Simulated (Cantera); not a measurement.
A closed system holds: 1 mol Cr, a varied amount of O₂, 4.6 mol H₂, at 1473.15 K and 1 atm.

Equilibrium computed with Cantera from the NASA thermochemical tables; the gas is ideal and each condensed phase is pure. Candidate condensed phases: Cr, Cr₂O₃, H₂O; 13 gas species. Mutual solubility and eutectic melting of coexisting phases are not modelled. Gases not in the tables: CrO₂(OH)₂. Kinetics and transport are ignored.

log p: log10 of the partial pressure in bar; n: condensed amount in mol.

```csv
n(O₂) (mol),log p H₂,log p H₂O,log p O₂,log p OH,log p H,log p O,log p HO₂,n Cr(s),n Cr₂O₃(s)
0.65,0.01,-2.98,<-11,-9.46,-4.89,<-11,<-11,0.137,0.432
1,-0.04,-0.96,<-11,-7.42,-4.92,<-11,<-11,0,0.500
1.4,-0.14,-0.54,<-11,-6.96,-4.97,-11.84,<-11,0,0.500
1.8,-0.26,-0.33,-11.92,-6.69,…,-11.51,<-11,0,0.500
2.2,-0.43,-0.19,-11.30,-6.46,…,-11.20,<-11,0,0.500
2.6,-0.70,-0.09,-10.54,-6.22,…,-10.82,<-11,0,0.500
3,-1.66,0.00,-8.46,-5.66,…,-9.78,<-11,0,0.500
3.4,-5.34,-0.03,-1.15,-3.84,…,-6.13,-6.66,0,0.500
3.8,-5.52,-0.06,-0.85,-3.78,-7.66,-5.98,-6.45,0,0.500
4.2,-5.63,-0.09,-0.69,-3.76,-7.71,-5.90,-6.35,0,0.500
4.6,-5.71,-0.12,-0.59,-3.75,-7.75,-5.85,-6.29,0,0.500
5,-5.77,-0.15,-0.52,-3.74,-7.78,-5.81,-6.25,0,0.500
```

**Question.** Fill in the missing entries.

**Answer.** 
- 1.8, log p H: -5.03
- 2.2, log p H: -5.11
- 2.6, log p H: -5.25
- 3, log p H: -5.73
- 3.4, log p H: -7.56
